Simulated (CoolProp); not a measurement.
Ethylbenzene at 481.96 K and 0.239 MPa is throttled through a valve to 0.0137 MPa with no heat exchange. Each further row changes one setting.

The numbers come from the reference Helmholtz-energy equation of state, Zhou 2012 in CoolProp.

| case | temperature change (K) | final density (kg/m³) |
|---|---|---|
| as stated | -3.9 | 0.367 |
| outlet pressure 0.00411 MPa | -4.1 | 0.110 |
| outlet pressure 0.0178 MPa | -3.9 | 0.477 |
